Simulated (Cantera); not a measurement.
A perfectly stirred reactor is fed with CH₄ : O₂ : N₂ : H₂O = 1 : 5 : 18.8 : 1.9 (molar parts), at 0.197 atm; it is adiabatic with a 425 K inlet, and is followed from long to short residence time, starting on the burning branch (τ in s: 0.33, 0.11, 0.038, 0.013, 0.0045, 0.0015, 0.00052, 0.00018, 6.1e-05).

Cantera simulation using GRI-Mech 3.0 (53 species, 325 reactions); the numbers are that mechanism's predictions, not measurements.

**Question.** What does this change do: inlet temperature 425 to 300 K?

**Answer.** 
| quantity | before | after |
|---|---|---|
| blow-out, bracketed by the residence times tried | burning at 13.0 ms, out at 4.50 ms | not reached |
| x(CH₄) at τ = 0.330 s | 4.43e-5 | 0.0375 |
| x(O₂) at τ = 0.330 s | 0.113 | 0.187 |
| x(H₂O) at τ = 0.330 s | 0.146 | 0.0712 |
| x(N₂O) at τ = 0.330 s | 2.09e-7 | <1e-12 |
| x(OH) at τ = 0.330 s | 0.000425 | <1e-12 |
| x(CH₄) at τ = 4.50 ms | 0.0375 | 0.0375 |
| x(O₂) at τ = 4.50 ms | 0.187 | 0.187 |
| x(H₂O) at τ = 4.50 ms | 0.0712 | 0.0712 |
| x(N₂O) at τ = 4.50 ms | <1e-12 | <1e-12 |
| x(OH) at τ = 4.50 ms | <1e-12 | <1e-12 |
| state | not reached | not burning at any residence time tried |
